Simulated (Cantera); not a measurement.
Input: 1 mol Si, 8.6 mol F₂, 7.3 mol H₂, at 525 K and 16.5 Torr.

Cantera equilibrium calculation (NASA polynomials, part measured and part estimated; ideal gas, pure solids and liquids). Candidate condensed phases: Si; 25 gas species. The numbers say what is thermodynamically allowed, not how fast it happens.

Task: What is the equilibrium state?

Result: 
```json
{
 "x(HF)": "0.886",
 "x(SiF₄)": "0.0671",
 "x(H₂)": "0.0470",
 "x(H₂F₂)": "1.70e-5",
 "gas_amount": "14.90 mol",
 "log10 activity of Si(s) (absent)": "-45.30"
}
```
